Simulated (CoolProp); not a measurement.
A single-stage vapour-compression cycle with R13: evaporating at 262.15 K (dew point), condensing at 288.15 K (bubble point), superheat 5 K, subcooling 5 K, compressor efficiency 0.6, no pressure losses. Each further row changes one setting.

Model: reference Helmholtz-energy equation of state, Platzer 1990, in CoolProp. This equation is an older, rougher fit; its heat capacities, sound speeds and derivatives of the liquid may be far off and weren't checked against measurements.

```tsv
case	cooling COP	pressure ratio	discharge temperature (K)	refrigerating effect (kJ/kg)	volumetric capacity (kJ/m³)
as stated	4.57	1.92	307.8	80.6	7350
evaporating temperature 267.15 K	5.91	1.68	304.8	81.5	8610
condensing temperature 283.15 K	6.02	1.71	300.2	87.1	7940
subcooling 10 K	4.96	1.92	307.8	87.5	7970
superheat 15 K	4.60	1.92	318.2	88.8	7440
compressor efficiency 0.5	3.81	1.92	311.4	80.6	7350
```
